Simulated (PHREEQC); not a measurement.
Dissolve 1.8 mol/kgw NaOH and 6.8e-05 mol/kgw H4SiO4 at 25 °C. Closed to the air; pH follows from the charge balance.

Equilibrium calculation in PHREEQC: Pitzer model, pitzer.dat.

### Question
The ionic strength comes out as 1.80 mol/kgw. What activity coefficients do H2SiO4-2, Na+, OH- get?

### Answer
H2SiO4-2 0.022, Na+ 0.66, OH- 0.73. Single-ion values are on the MacInnes scale.

No solid was allowed to form. In brines, pH and single-ion activities rest on the MacInnes convention.
